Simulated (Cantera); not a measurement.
Input (Python, Cantera) and output of one run.

```python
import numpy as np
import cantera as ct

gas_names = """
    CL CLO CL2 H HCL HNO HNO2 HNO3 HOCL HO2 H2 H2O H2O2 Mg MgCL MgCL2 MgH MgN MgO MgOH MgO2H2 Mg2 N NH
    NH2 NH3 NH2OH NO NO2 NO3 N2 N2H2 N2H4 N2O O OH O2 O3
""".split()
cond_names = """
    H2O(s) H2O(L) Mg(cr) Mg(L) MgCL2(s) MgCL2(L) MgO(s) MgO(L) MgO2H2(s) NH4CL(a) NH4CL(b)
""".split()


# ... load() reads the species with a 1 bar reference pressure and builds the phases ...
atoms = {
    'MgCl2': {'Mg': 1, 'CL': 2},
    'O2': {'O': 2},
    'N2': {'N': 2},
    'HCl': {'H': 1, 'CL': 1},
}
top_T = {}  # K; cautious upper limits of use, not melting points


# ... equilibrate(T, P, feed) seeds the gas with the atoms and calls Mixture.equilibrate('TP', solver="vcs", rtol=1e-11, max_steps=5000) ...
results = []
feed = {'MgCl2': 1, 'O2': 0.081, 'N2': 0.79, 'HCl': 0.051}  # mol
P = 16000  # Pa
for T in [1348, 1498, 1648, 1798, 1948, 2098, 2248]:
    mix = equilibrate(T, P, feed)
    results.append((T, P, feed, dict(zip(mix.species_names, mix.species_moles))))

top = {s: max(r[3][s] / sum(r[3][g] for g in gas_names) for r in results) for s in gas_names}
cols = sorted((s for s in top if top[s] > 0.001), key=lambda s: -top[s])[:9]
seen = [c for c in cond_names if any(r[3].get(c, 0) > 1e-12 for r in results)]
print("log10 of partial pressures in bar; condensed amounts in mol")
print(f"{'T/K':>10s}" + "".join(f"{s[:9]:>10s}" for s in cols + seen))
for T, P, feed, n in results:
    ng = sum(n[g] for g in gas_names)
    print(f"{T:10.4g}" + "".join(f"{np.log10(max(n[s] / ng * P / 1e5, 1e-99)):10.3f}" for s in cols)
          + "".join(f"{n.get(c, 0):10.4g}" for c in seen))
```

Result:

```
log10 of partial pressures in bar; condensed amounts in mol
       T/K        N2     MgCL2        CL       CL2       HCL        O2        NO         O  MgCL2(L)    MgO(s)
      1348    -1.128    -1.191    -2.653    -1.852    -2.318    -4.377    -5.634    -8.578    0.1557    0.1611
      1498    -1.173    -1.140    -2.244    -2.010    -2.363    -3.246    -4.735    -7.027         0    0.1484
      1648    -1.183    -1.132    -2.015    -2.352    -2.373    -2.688    -4.171    -5.940         0    0.1117
      1798    -1.189    -1.129    -1.909    -2.808    -2.380    -2.568    -3.872    -5.207         0   0.09412
      1948    -1.192    -1.132    -1.846    -3.252    -2.385    -2.579    -3.674    -4.642         0   0.09402
      2098    -1.194    -1.136    -1.802    -3.651    -2.391    -2.631    -3.526    -4.178         0   0.09924
      2248    -1.195    -1.140    -1.769    -4.008    -2.399    -2.701    -3.410    -3.789         0    0.1048
```

Method: chemical equilibrium by Gibbs-energy minimisation in Cantera with the NASA 1993 tables (ideal gas, pure condensed phases). Mutual solubility and eutectic melting of coexisting phases are not modelled.
